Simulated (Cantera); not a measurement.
A Cantera script and what it prints.

```python
import numpy as np
import cantera as ct

gas_names = """
    N N2 Pb Pb2
""".split()
cond_names = """
    Pb(cr) Pb(L)
""".split()


# ... load() reads the species with a 1 bar reference pressure and builds the phases ...
atoms = {
    'Pb': {'Pb': 1},
    'N2': {'N': 2},
}
top_T = {}  # K; cautious upper limits of use, not melting points


# ... equilibrate(T, P, feed) seeds the gas with the atoms and calls Mixture.equilibrate('TP', solver="vcs", rtol=1e-11, max_steps=5000) ...
results = []
feed = {'Pb': 1, 'N2': 9.7}  # mol
T = 598  # K
P = 36000  # Pa
mix = equilibrate(T, P, feed)
results.append((T, P, feed, dict(zip(mix.species_names, mix.species_moles))))
print(gas.report(threshold=0.0001))
for i in range(1, mix.n_phases):
    print(f"{mix.phase(i).name:16s} {mix.phase_moles(i):12.5e} mol")
```

Output:

```
       temperature   598 K
          pressure   36000 Pa
           density   0.20283 kg/m^3
  mean mol. weight   28.014 kg/kmol
   phase of matter   gas

                          1 kg             1 kmol
                     ---------------   ---------------
          enthalpy        3.1547e+05        8.8375e+06  J
   internal energy        1.3798e+05        3.8655e+06  J
           entropy            7873.9        2.2058e+05  J/K
    Gibbs function       -4.3931e+06       -1.2307e+08  J
 heat capacity c_p            1073.8             30080  J/K
 heat capacity c_v            776.96             21766  J/K

                      mass frac. Y      mole frac. X     chem. pot. / RT
                     ---------------   ---------------   ---------------
                N2                 1                 1           -24.752
     [   +3 minor]        9.3122e-11         1.259e-11

Pb(cr)            1.00000e+00 mol
```

Cantera equilibrium calculation (NASA polynomials, part measured and part estimated; ideal gas, pure solids and liquids).
